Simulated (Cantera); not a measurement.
Equilibrium for fluorocarbon and chlorocarbon gases: C2F6 + HCl

Feed: 1 mol C2F6, a varied amount of HCl, at 677 °C and 2.03 Torr.

Method: chemical equilibrium by Gibbs-energy minimisation in Cantera with the NASA 1993 tables (ideal gas, pure condensed phases). Candidate condensed phases: C, C6H6, C7H8, C8H18; 118 gas species. The feed counts by its element totals alone. Gases not in the tables: C2F6 and larger saturated fluorocarbons. Equilibrium is a limit: real reactors are often held back by kinetics, nucleation or transport.

From 0.013 mol HCl to 1.1 mol HCl the condensed part is C(graphite). The main C-bearing gas is CF4 throughout. The share of C in condensed phases is highest at 1.1 mol HCl (31.6 %) and lowest at 0.013 mol HCl (25.1 %).

| n(HCl) (mol) | log p CF4 | log p HF | log p HCl | log p Cl2 | n C(graphite) |
|---|---|---|---|---|---|
| 0.013 | -2.57 | -4.69 | -5.55 | -5.15 | 0.502 |
| 0.025 | -2.58 | -4.43 | -5.14 | -4.85 | 0.504 |
| 0.046 | -2.59 | -4.20 | -4.78 | -4.59 | 0.508 |
| 0.088 | -2.60 | -3.96 | -4.41 | -4.33 | 0.514 |
| 0.16 | -2.63 | -3.76 | -4.09 | -4.11 | 0.524 |
| 0.31 | -2.68 | -3.55 | -3.76 | -3.89 | 0.544 |
| 0.58 | -2.75 | -3.39 | -3.49 | -3.72 | 0.576 |
| 1.1 | -2.88 | -3.26 | -3.27 | -3.58 | 0.633 |
log p: log10 of the partial pressure in bar; n: condensed amount in mol.
